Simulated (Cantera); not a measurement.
Feed: 1 mol SiC, 0.05 mol N2O, a varied amount of N2, held at 3150 Torr.

These are equilibrium values from Cantera (NASA tables, ideal gas, pure condensed phases), not measurements of a reactor. Candidate condensed phases: C, Si, SiC, SiO2, Si2N2O, Si3N4; 34 gas species. Mutual solubility and eutectic melting of coexisting phases are not modelled. The numbers say what is thermodynamically allowed, not how fast it happens.

Stable condensed phases, one row left out:

```
T in K \ n(N2) in mol
          24  52  79 110 130 160 190 220 240 270 300
   1850    A   A   A   A   A   A   A   A   A   A   A
   1800    A   A   A   A   A   A   A   A   A   A   A
   1750    B   A   A   A   A   A   A   A   A   A   A
   1650    B   B   B   B   B   A   A   A   A   A   A
   1600    B   B   B   B   B   B   B   B   B   B   A
   1550    B   B   B   B   B   B   B   B   B   B   B
   1500    B   B   B   B   B   B   B   B   B   B   B
   1450    B   B   B   B   B   B   B   B   B   B   B
   1400    B   B   B   B   B   B   B   B   B   B   B
   1350    B   B   B   B   B   B   B   B   B   B   B
   1300    B   B   B   B   B   B   B   B   B   B   B
   1250    B   B   B   B   B   B   B   B   B   B   B
```

A: C + Si3N4; B: C + Si2N2O + Si3N4.

Problem. Give the row for 1700 K.

Solution. 24: C + Si2N2O + Si3N4; 52: C + Si2N2O + Si3N4; 79: C + Si3N4; 110: C + Si3N4; 130: C + Si3N4; 160: C + Si3N4; 190: C + Si3N4; 220: C + Si3N4; 240: C + Si3N4; 270: C + Si3N4; 300: C + Si3N4.
